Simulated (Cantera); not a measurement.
An isothermal, constant-pressure homogeneous reactor starts with 2.50 % C₂H₆, 97.5 % N₂, at 1650 K and 0.0133 bar.

Computed with Cantera and GRI-Mech 3.0 (53 species, 325 reactions). GRI-Mech 3.0 stops at C3 and has no aromatics, soot or wall deposition, so with more carbon than oxygen in the feed, carbon stays in small species such as C2H2 where larger ones or solid carbon would form. Radical loss at walls, strong at low pressure, is not modelled.

Q: Predict: x(C₂H₆) at 4.00 s; x(CH₂) at 4.00 s; x(H) at 4.00 s; x(CH₄) at 4.00 s; x(H₂) at 4.00 s; x(C₂H) at 4.00 s.

A: 
| Quantity | Result |
|---|---|
| x(C₂H₆) at 4.00 s | 2.46e-8 (gas-phase equilibrium <1e-12) |
| x(CH₂) at 4.00 s | 1.01e-7 (gas-phase equilibrium 5.02e-10) |
| x(H) at 4.00 s | 0.000128 (gas-phase equilibrium 0.000173) |
| x(CH₄) at 4.00 s | 0.000688 (gas-phase equilibrium 1.91e-6) |
| x(H₂) at 4.00 s | 0.0465 (gas-phase equilibrium 0.0475) |
| x(C₂H) at 4.00 s | 2.82e-7 (gas-phase equilibrium 7.93e-8) |
